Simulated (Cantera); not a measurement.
Input: 1 mol Pb, 0.2 mol O2, 0.63 mol N2, equilibrated at 2.40 bar.

Cantera equilibrium calculation (NASA polynomials, part measured and part estimated; ideal gas, pure solids and liquids). Candidate condensed phases: Pb, PbO, PbO2, Pb3O4; 12 gas species. Each liquid is taken as pure. Mutual solubility and eutectic melting of coexisting phases are not modelled. Gases not in the tables: (PbO)n polymers. The numbers say what is thermodynamically allowed, not how fast it happens. All values below are at 1000 °C.

Base state: N2 0.999, Pb 0.000765, PbO 0.000116 (mole fractions); condensed: Pb(l) + PbO(l).

What changes in the equilibrium state with this change: 0.0084 mol H2 added?


```tsv
species	before	after
N2	0.999	0.986
H2O	0	0.0131
Pb	0.000765	0.000765
PbO	0.000116	0.000116
Pb(l), mol	0.600	0.608
PbO(l), mol	0.400	0.392
```
Further candidate phases: H2O.
